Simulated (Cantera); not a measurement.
Input (Python, Cantera) and output of one run.

```python
import numpy as np
import cantera as ct

gas_names = [...]  # 76 gases of nasa_gas.yaml made of C, H
cond_names = """
    C(gr) C6H6(L) C7H8(L) C8H18(L),n-octa
""".split()


# ... load() reads the species with a 1 bar reference pressure and builds the phases ...
atoms = {
    'C3H8': {'C': 3, 'H': 8},
    'H2': {'H': 2},
}
top_T = {'C(gr)': 4500}  # K; cautious upper limits of use, not melting points


# ... equilibrate(T, P, feed) seeds the gas with the atoms and calls Mixture.equilibrate('TP', solver="vcs", rtol=1e-11, max_steps=5000) ...
results = []
feed = {'C3H8': 1, 'H2': 0.4}  # mol
T = 2325  # K
for P in [10, 46, 220, 1000, 4600, 22000, 100000, 460000, 2200000, 10000000]:
    mix = equilibrate(T, P, feed)
    results.append((T, P, feed, dict(zip(mix.species_names, mix.species_moles))))

top = {s: max(r[3][s] / sum(r[3][g] for g in gas_names) for r in results) for s in gas_names}
cols = sorted((s for s in top if top[s] > 1e-05), key=lambda s: -top[s])[:6]
seen = [c for c in cond_names if any(r[3].get(c, 0) > 1e-12 for r in results)]
print("log10 of partial pressures in bar; condensed amounts in mol")
print(f"{'P/Pa':>10s}" + "".join(f"{s[:9]:>10s}" for s in cols + seen))
for T, P, feed, n in results:
    ng = sum(n[g] for g in gas_names)
    print(f"{P:10.4g}" + "".join(f"{np.log10(max(n[s] / ng * P / 1e5, 1e-99)):10.3f}" for s in cols)
          + "".join(f"{n.get(c, 0):10.4g}" for c in seen))
```

It prints:

```
log10 of partial pressures in bar; condensed amounts in mol
      P/Pa        H2         H       CH4 C2H2,acet      C2H4       CH3     C(gr)
        10    -4.458    -4.188   -12.606    -6.769   -14.075   -11.064     2.969
        46    -3.559    -3.738   -10.809    -5.870   -12.278    -9.716     2.965
       220    -2.761    -3.339    -9.213    -5.072   -10.682    -8.519     2.961
      1000    -2.050    -2.983    -7.790    -4.361    -9.259    -7.452     2.959
      4600    -1.362    -2.639    -6.414    -3.672    -7.882    -6.420     2.958
   2.2e+04    -0.670    -2.294    -5.030    -2.981    -6.499    -5.382     2.957
     1e+05    -0.007    -1.962    -3.704    -2.318    -5.173    -4.388     2.956
   4.6e+05     0.658    -1.630    -2.374    -1.653    -3.843    -3.390     2.952
   2.2e+06     1.337    -1.290    -1.016    -0.974    -2.485    -2.371     2.936
     1e+07     1.988    -0.964     0.286    -0.322    -1.182    -1.395     2.867
```

These are equilibrium values from Cantera (NASA tables, ideal gas, pure condensed phases), not measurements of a reactor. The ideal-gas law is rough above about 30 bar.
